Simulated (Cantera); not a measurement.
A closed system holds: 1 mol HF, 0.039 mol O₂, at 3423 K and 0.000180 bar.

Equilibrium computed with Cantera from the NASA thermochemical tables; the gas is ideal and each condensed phase is pure. Candidate condensed phases: H₂O; 22 gas species. The numbers say what is thermodynamically allowed, not how fast it happens.

Base state: F 0.474, H 0.474, O 0.0380, HF 0.0137, H₂ 0.000166, OH 2.27e-5 (mole fractions); condensed: gas only.

Task: What changes in the equilibrium state with this change: O₂ from 0.039 to 1.7 mol?

Result: 
```csv
species,before,after
O,0.0380,0.630
F,0.474,0.184
H,0.474,0.183
HF,0.0137,0.00205
O₂,1.59e-6,0.000438
H₂,0.000166,2.48e-5
OH,2.27e-5,0.000145
```

Task: What changes in the equilibrium state with this change: pressure from 0.000180 bar to 0.00230 bar?

Result: 
```csv
species,before,after
F,0.474,0.414
H,0.474,0.410
HF,0.0137,0.132
O,0.0380,0.0422
O₂,1.59e-6,2.51e-5
OH,2.27e-5,0.000278
H₂,0.000166,0.00159
```
